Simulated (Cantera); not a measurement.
What does this Cantera script print?

```python
import numpy as np
import cantera as ct

surf = ct.Interface("ptcombust.yaml", "Pt_surf")
gas = surf.adjacent["gas"]
gas.TPX = 525, 500000, {'H2': 0.006, 'O2': 0.17, 'N2': 0.79}
surf.TP = 525, 500000
reactor = ct.FlowReactor(gas, clone=False)
reactor.area = 0.0001  # m2
reactor.surface_area_to_volume_ratio = 3100  # 1/m
reactor.mass_flow_rate = 0.22 * reactor.area * gas.density  # inlet velocity 0.22 m/s
reactor.energy_enabled = False
wall = ct.ReactorSurface(surf, reactor, clone=False)
net = ct.ReactorNet([reactor])
net.rtol, net.atol = 1e-8, 1e-16
show, cover = ['H2', 'O2', 'H2O'], ['PT(S)', 'H(S)', 'O(S)', 'OH(S)', 'CO(S)', 'C(S)']

rows = []
print(f"{'z/m':>9s}{'u/(m/s)':>9s}" + "".join(f"{s:>13s}" for s in show + cover))
for z in [0.00035, 0.00062, 0.0011, 0.0019, 0.0035, 0.0062, 0.011, 0.019, 0.035]:
    net.advance(z)
    rows.append([reactor.speed, *gas[show].X, *surf[cover].coverages])
    print(f"{z:9.4g}{rows[-1][0]:9.3g}" + "".join(f"{x:13.4e}" for x in rows[-1][1:]))
```

It prints:

```
      z/m  u/(m/s)           H2           O2          H2O        PT(S)         H(S)         O(S)        OH(S)        CO(S)         C(S)
  0.00035    0.219   7.4296e-04   1.7372e-01   5.4853e-03   6.4654e-03   1.6191e-09   9.8083e-01   1.2680e-02   7.6403e-25   1.2931e-29
  0.00062    0.219   4.4171e-04   1.7360e-01   5.7874e-03   3.8468e-03   5.7339e-10   9.8617e-01   9.9724e-03   2.2014e-24   1.4579e-28
   0.0011    0.219   2.5660e-04   1.7352e-01   5.9731e-03   2.2358e-03   1.9446e-10   9.9006e-01   7.6942e-03  -1.3186e-27  -4.2909e-32
   0.0019    0.219   1.5103e-04   1.7348e-01   6.0790e-03   1.3167e-03   6.7918e-11   9.9273e-01   5.9459e-03  -1.0627e-26  -9.4284e-31
   0.0035    0.219   8.2823e-05   1.7345e-01   6.1474e-03   7.2295e-04   2.0712e-11   9.9485e-01   4.4264e-03   8.7296e-27   1.2689e-31
   0.0062    0.219   4.6957e-05   1.7344e-01   6.1834e-03   4.1126e-04   6.7939e-12   9.9624e-01   3.3471e-03  -6.2974e-28   8.0195e-32
    0.011    0.219   2.6456e-05   1.7343e-01   6.2040e-03   2.3411e-04   2.2303e-12   9.9724e-01   2.5293e-03   2.6988e-26   1.1143e-30
    0.019    0.219   1.5190e-05   1.7342e-01   6.2153e-03   1.3839e-04   7.8072e-13   9.9791e-01   1.9465e-03   1.0422e-27   6.8330e-32
    0.035    0.219   7.9757e-06   1.7342e-01   6.2225e-03   7.9951e-05   2.4964e-13   9.9844e-01   1.4804e-03   4.2504e-27   4.7238e-32
```

Cantera simulation using Deutschmann's 1995 Pt surface mechanism with GRI-Mech 3.0 gas chemistry; the numbers are that mechanism's predictions, not measurements. Catalytic surfaces can have several steady states; this one follows from the mechanism file's or the stated starting coverage. Mass transfer to the wall is taken as infinitely fast.
